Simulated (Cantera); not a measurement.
Input (Python, Cantera) and output of one run.

```python
import numpy as np
import cantera as ct

gas_names = [...]  # 109 gases of nasa_gas.yaml made of C, Cl, H, Si
cond_names = """
    C(gr) C6H6(L) C7H8(L) C8H18(L),n-octa Si(cr) Si(L) SiC(b)
""".split()


# ... load() reads the species with a 1 bar reference pressure and builds the phases ...
atoms = {
    'SiCl4': {'Si': 1, 'CL': 4},
    'CH4': {'C': 1, 'H': 4},
    'H2': {'H': 2},
}
top_T = {'C(gr)': 4500, 'SiC(b)': 3050}  # K; cautious upper limits of use, not melting points


# ... equilibrate(T, P, feed) seeds the gas with the atoms and calls Mixture.equilibrate('TP', solver="vcs", rtol=1e-11, max_steps=5000) ...
results = []
feed = {'SiCl4': 1, 'CH4': 0.56, 'H2': 44}  # mol
P = 24000  # Pa
for T in [1248, 1348, 1448, 1548, 1648, 1748, 1848]:
    mix = equilibrate(T, P, feed)
    results.append((T, P, feed, dict(zip(mix.species_names, mix.species_moles))))

top = {s: max(r[3][s] / sum(r[3][g] for g in gas_names) for r in results) for s in gas_names}
cols = sorted((s for s in top if top[s] > 1e-05), key=lambda s: -top[s])[:9]
seen = [c for c in cond_names if any(r[3].get(c, 0) > 1e-12 for r in results)]
print("log10 of partial pressures in bar; condensed amounts in mol")
print(f"{'T/K':>10s}" + "".join(f"{s[:9]:>10s}" for s in cols + seen))
for T, P, feed, n in results:
    ng = sum(n[g] for g in gas_names)
    print(f"{T:10.4g}" + "".join(f"{np.log10(max(n[s] / ng * P / 1e5, 1e-99)):10.3f}" for s in cols)
          + "".join(f"{n.get(c, 0):10.4g}" for c in seen))
```

Result:

```
log10 of partial pressures in bar; condensed amounts in mol
       T/K        H2       HCL     SiCL2     SiCL4    SiHCL3     SiCL3         H   SiH2CL2        CL    SiC(b)
      1248    -0.649    -1.874    -3.296    -3.038    -3.266    -3.596    -6.655    -4.361    -7.948     0.559
      1348    -0.652    -1.834    -2.893    -3.466    -3.529    -3.530    -5.961    -4.430    -7.223    0.5595
      1448    -0.653    -1.812    -2.741    -4.052    -3.961    -3.679    -5.362    -4.681    -6.610    0.5597
      1548    -0.654    -1.804    -2.689    -4.664    -4.426    -3.900    -4.838    -4.977    -6.087    0.5597
      1648    -0.654    -1.802    -2.670    -5.233    -4.863    -4.123    -4.377    -5.260    -5.631    0.5597
      1748    -0.654    -1.800    -2.662    -5.746    -5.258    -4.330    -3.968    -5.519    -5.227    0.5597
      1848    -0.654    -1.800    -2.661    -6.208    -5.613    -4.519    -3.603    -5.754    -4.867    0.5597
```

These are equilibrium values from Cantera (NASA tables, ideal gas, pure condensed phases), not measurements of a reactor. The tables' values for SiCl3, SiCl are old estimates; treat these amounts as uncertain. Gases not in the tables: Si2H6 and higher silanes.
